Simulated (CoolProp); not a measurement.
A single-stage vapour-compression cycle with the fluid: evaporating at 305.15 K (dew point), condensing at 349.15 K (bubble point), superheat 2 K, subcooling 8 K, compressor efficiency 0.9, no pressure losses. The same conditions are run with several fluids, on thermodynamics alone (safety and materials aside).

Computed with CoolProp (reference Helmholtz-energy equation of state of each fluid (c-C4F8 (RC318): Platzer 1990; neopentane: Lemmon 2006; isobutane: Bücker 2006; R1233zd(E): Akasaka 2022; R113: Marx 1992; R21: Platzer 1990)). The equations of Platzer and Polt are older, rougher fits.

| fluid | cooling COP | pressure ratio | discharge temperature (K) | refrigerating effect (kJ/kg) | volumetric capacity (kJ/m³) |
|---|---|---|---|---|---|
| c-C4F8 (RC318) | 4.54 | 3.16 | 349.1 | 60.1 | 2070 |
| neopentane | ? | 3.16 | 349.2 | ? | 1380 |
| isobutane | ? | 2.89 | 349.1 | 230 | 2520 |
| R1233zd(E) | 5.43 | 3.59 | 349.1 | 144 | ? |
| R113 | 5.53 | 4.06 | 349.2 | 117 | ? |
| R21 | 5.60 | 3.39 | 370.3 | ? | 1860 |

**Question.** What belongs in the gaps?

**Answer.** 
- neopentane, cooling COP: 5.17
- neopentane, refrigerating effect (kJ/kg): 212
- isobutane, cooling COP: 5.10
- R1233zd(E), volumetric capacity (kJ/m³): 1300
- R113, volumetric capacity (kJ/m³): 515
- R21, refrigerating effect (kJ/kg): 188

The compression ends wet for: c-C4F8 (RC318); neopentane; isobutane; R1233zd(E); R113.
